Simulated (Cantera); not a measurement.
Adiabatic ignition

An adiabatic, constant-pressure homogeneous reactor starts with CH3OH : O2 : N2 : H2O = 1 : 0.714 : 2.69 : 0.67 (molar parts), at 1023 K and 0.690 bar.

Cantera simulation using GRI-Mech 3.0 (53 species, 325 reactions); the numbers are that mechanism's predictions, not measurements. GRI-Mech 3.0 was tuned for natural gas; its chemistry of methanol as a main component is partial and can be far from experiment.

```tsv
t (s)	T (K)	x CH3OH	x O2	x H2O	x H	x CH3	x H2
6.00e-6	1023	0.197	0.141	0.132	2.77e-12	7.53e-11	8.93e-11
1.51e-5	1023	0.197	0.141	0.132	2.85e-12	1.77e-10	2.56e-10
3.82e-5	1023	0.197	0.141	0.132	2.97e-12	3.76e-10	6.91e-10
9.64e-5	1023	0.197	0.141	0.132	3.14e-12	6.45e-10	1.85e-9
0.000243	1023	0.197	0.141	0.132	3.24e-12	8.01e-10	4.90e-9
0.000614	1023	0.197	0.141	0.132	3.26e-12	8.17e-10	1.27e-8
0.00155	1023	0.197	0.141	0.132	3.30e-12	8.17e-10	3.26e-8
0.00391	1023	0.197	0.141	0.132	3.40e-12	8.15e-10	8.37e-8
0.00986	1023	0.197	0.141	0.132	3.75e-12	8.12e-10	2.21e-7
0.0249	1023	0.197	0.141	0.132	5.38e-12	8.03e-10	6.56e-7
0.0628	1023	0.197	0.141	0.132	1.42e-11	7.84e-10	2.92e-6
0.159	1023	0.197	0.141	0.132	1.23e-10	7.14e-10	3.31e-5
0.400	2056	<1e-12	1.19e-6	0.282	0.00106	2.11e-12	0.137
```
x: mole fraction; the columns are a selection and need not sum to one.

The time of steepest temperature rise is 0.275 s, the temperature at 0.400 s is 2056 K and the equilibrium temperature is 2056 K. The x(CH3OH) at 0.400 s comes out as <1e-12 (gas-phase equilibrium <1e-12), the x(O2) at 0.400 s comes out as 1.19e-6 (gas-phase equilibrium 1.19e-6) and the x(H2O) at 0.400 s comes out as 0.282 (gas-phase equilibrium 0.282).
